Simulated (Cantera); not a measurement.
Cantera run:

```python
import numpy as np
import cantera as ct

gas_names = """
    Fe H H2 H2S N NH NH2 NH3 N2 N2H2 N2H4 S SH SN S2 S8
""".split()
cond_names = """
    Fe(a) Fe(c) Fe(d) Fe(L) FeS(a) FeS(b) FeS(c) FeS(L) FeS2(s) S(cr1) S(cr2) S(L)
""".split()


# ... load() reads the species with a 1 bar reference pressure and builds the phases ...
atoms = {
    'FeS': {'Fe': 1, 'S': 1},
    'H2S': {'H': 2, 'S': 1},
    'N2': {'N': 2},
}
top_T = {'FeS2(s)': 1010}  # K; cautious upper limits of use, not melting points


# ... equilibrate(T, P, feed) seeds the gas with the atoms and calls Mixture.equilibrate('TP', solver="vcs", rtol=1e-11, max_steps=5000) ...
results = []
feed = {'FeS': 1, 'H2S': 0.44, 'N2': 26}  # mol
P = 640000  # Pa
for T in [848, 898, 948, 998, 1048, 1098, 1148, 1198, 1248, 1298]:
    mix = equilibrate(T, P, feed)
    results.append((T, P, feed, dict(zip(mix.species_names, mix.species_moles))))

top = {s: max(r[3][s] / sum(r[3][g] for g in gas_names) for r in results) for s in gas_names}
cols = sorted((s for s in top if top[s] > 1e-05), key=lambda s: -top[s])[:8]
seen = [c for c in cond_names if any(r[3].get(c, 0) > 1e-12 for r in results)]
print("log10 of partial pressures in bar; condensed amounts in mol")
print(f"{'T/K':>10s}" + "".join(f"{s[:9]:>10s}" for s in cols + seen))
for T, P, feed, n in results:
    ng = sum(n[g] for g in gas_names)
    print(f"{T:10.4g}" + "".join(f"{np.log10(max(n[s] / ng * P / 1e5, 1e-99)):10.3f}" for s in cols)
          + "".join(f"{n.get(c, 0):10.4g}" for c in seen))
```

Result:

```
log10 of partial pressures in bar; condensed amounts in mol
       T/K        N2       H2S        H2        S2        SH    FeS(c)   FeS2(s)
       848     0.799    -0.986    -2.480    -2.957    -6.504    0.9954  0.004566
       898     0.799    -0.992    -2.338    -2.639    -6.018         1         0
       948     0.799    -1.002    -2.161    -2.462    -5.612         1         0
       998     0.799    -1.015    -2.005    -2.306    -5.250         1         0
      1048     0.798    -1.033    -1.866    -2.168    -4.925         1         0
      1098     0.798    -1.054    -1.744    -2.046    -4.634         1         0
      1148     0.798    -1.080    -1.637    -1.938    -4.372         1         0
      1198     0.798    -1.110    -1.543    -1.844    -4.137         1         0
      1248     0.798    -1.145    -1.461    -1.763    -3.925         1         0
      1298     0.798    -1.185    -1.390    -1.692    -3.734         1         0
```

Equilibrium computed with Cantera from the NASA thermochemical tables; the gas is ideal and each condensed phase is pure. FeS: taken at fixed stoichiometry. Gases not in the tables: S3 to S7.
